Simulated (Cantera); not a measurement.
Cantera with NASA thermochemical tables; ideal gases at 1 bar, condensed phases pure. Values are per mole of reaction as written; species without (g) are pure solids or liquids, kept so even where they would boil at 1 bar.

CaCl₂ + H₂(g) ⇌ Ca(g) + 2 HCl(g), with ΔH° = 788.9 kJ and ΔS° = 293.2 J/K at 300 K.

### Question
How far is the shortcut ΔG° ≈ ΔH°(300 K) − T·ΔS°(300 K) from the full temperature-dependent value at 1423, 1573, 1723, 1873, 2023, 2173 K?

### Answer
| T (K) | shortcut (kJ) | full (kJ) | difference (kJ) | difference in log10 K | condensed phases |
|---|---|---|---|---|---|
| 1423 | 371.7 | 412.5 | -40.8 | 1.50 | CaCl₂(l) |
| 1573 | 327.7 | 380.3 | -52.6 | 1.75 | CaCl₂(l) |
| 1723 | 283.7 | 348.7 | -65.0 | 1.97 | CaCl₂(l) |
| 1873 | 239.7 | 317.7 | -78.0 | 2.18 | CaCl₂(l) |
| 2023 | 195.7 | 287.3 | -91.6 | 2.36 | CaCl₂(l) |
| 2173 | 151.7 | 257.4 | -105.6 | 2.54 | CaCl₂(l) |
The shortcut ignores heat capacities and the phase changes listed.
